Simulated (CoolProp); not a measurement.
Vapour-liquid equilibrium of propane (1) + c-C4F8 (RC318) (2) at -19.35 °C; x and y are mole fractions of (1).

Model: multi-fluid Helmholtz-energy mixture model, Lemmon 2009 and Platzer 1990; pair parameters Bell 2016, in CoolProp. This equation is an older, rougher fit; its heat capacities, sound speeds and derivatives of the liquid may be far off and weren't checked against measurements.

| x | bubble pressure, mixture model (MPa) | bubble pressure, Raoult's law (MPa) | y, mixture model | y, Raoult's law |
|---|---|---|---|---|
| 0.05 | 0.09144 | 0.06593 | 0.405 | 0.190 |
| 0.15 | 0.1476 | 0.08533 | 0.656 | 0.440 |
| 0.25 | 0.1852 | 0.1047 | 0.744 | 0.597 |
| 0.35 | 0.2083 | 0.1241 | 0.785 | 0.706 |
| 0.45 | 0.2219 | 0.1436 | 0.809 | 0.785 |
| 0.55 | 0.2303 | 0.1630 | 0.825 | 0.845 |
| 0.65 | 0.2366 | 0.1824 | 0.840 | 0.892 |
| 0.75 | 0.2424 | 0.2018 | 0.860 | 0.930 |
| 0.85 | 0.2479 | 0.2212 | 0.892 | 0.962 |
| 0.95 | 0.2512 | 0.2406 | 0.951 | 0.988 |

The largest gap from Raoult's law is +76.9 % in bubble pressure, at x = 0.25. No azeotrope shows between x = 0.05 and 0.95.

The pair parameters rest on a limited set of measurements; away from them the model extrapolates. With so large a gap from Raoult's law the liquid may split in two, which this calculation doesn't test in full.
